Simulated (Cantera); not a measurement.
An adiabatic, constant-pressure homogeneous reactor starts with 10.1 % CO, 5.15 % H2, 8.48 % O2, 76.3 % N2, equivalence ratio 0.90, at 1225 K and 900 Torr.

Computed with Cantera and GRI-Mech 3.0 (53 species, 325 reactions).

Question: Predict: time of steepest temperature rise; temperature at 0.100 s; equilibrium temperature; x(CO) at 0.100 s; x(H2) at 0.100 s; x(O2) at 0.100 s; x(CO2) at 0.100 s; x(NO2) at 0.100 s; x(NO) at 0.100 s.

Answer: 
| Quantity | Result |
|---|---|
| time of steepest temperature rise | 84.6 µs |
| temperature at 0.100 s | 2286 K |
| equilibrium temperature | 2284 K |
| x(CO) at 0.100 s | 0.00893 (gas-phase equilibrium 0.00897) |
| x(H2) at 0.100 s | 0.000858 (gas-phase equilibrium 0.000864) |
| x(O2) at 0.100 s | 0.0120 (gas-phase equilibrium 0.0115) |
| x(CO2) at 0.100 s | 0.0998 (gas-phase equilibrium 0.0997) |
| x(NO2) at 0.100 s | 7.63e-7 (gas-phase equilibrium 1.06e-6) |
| x(NO) at 0.100 s | 0.00257 (gas-phase equilibrium 0.00363) |
